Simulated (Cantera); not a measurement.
An isothermal, constant-pressure homogeneous reactor starts with 55.9 % CH4, 44.1 % CO2, at 1850 K and 1.01 bar.

Computed with Cantera and GRI-Mech 3.0 (53 species, 325 reactions).

x: mole fraction; the columns are a selection and need not sum to one.

| t (s) | x CH4 | x CO2 | x CH2CO | x H | x O2 | x CH3 | x O |
|---|---|---|---|---|---|---|---|
| 0.000700 | 0.251 | 0.327 | 2.35e-5 | … | 8.35e-11 | 0.00336 | 8.03e-10 |
| 0.00145 | 0.160 | 0.259 | 4.93e-5 | … | 1.92e-10 | 0.00223 | 1.03e-9 |
| 0.00299 | 0.0872 | 0.172 | 8.71e-5 | … | 3.80e-10 | 0.00136 | 1.49e-9 |
| 0.00619 | 0.0415 | 0.0860 | 0.000125 | … | 6.44e-10 | 0.000767 | 2.17e-9 |
| 0.0128 | 0.0233 | 0.0458 | 0.000120 | 0.000324 | 6.92e-10 | 0.000469 | 2.55e-9 |
| 0.0265 | 0.0185 | 0.0347 | 8.02e-5 | 0.000342 | 4.39e-10 | 0.000353 | 2.21e-9 |
| 0.0547 | 0.0151 | 0.0252 | 4.48e-5 | 0.000355 | 2.22e-10 | 0.000268 | 1.73e-9 |
| 0.113 | 0.0114 | 0.0161 | 2.13e-5 | 0.000368 | 9.15e-11 | 0.000189 | 1.22e-9 |
| 0.234 | 0.00794 | 0.00881 | 8.79e-6 | 0.000378 | 2.84e-11 | 0.000125 | 7.46e-10 |
| 0.484 | 0.00519 | 0.00382 | 3.19e-6 | 0.000386 | 5.58e-12 | 7.93e-5 | 3.54e-10 |
| 1.00 | 0.00344 | 0.00109 | 1.07e-6 | 0.000390 | <1e-12 | 5.16e-5 | 1.07e-10 |

Complete the blanks.


- 0.000700, x H: 0.000184
- 0.00145, x H: 0.000226
- 0.00299, x H: 0.000258
- 0.00619, x H: 0.000289
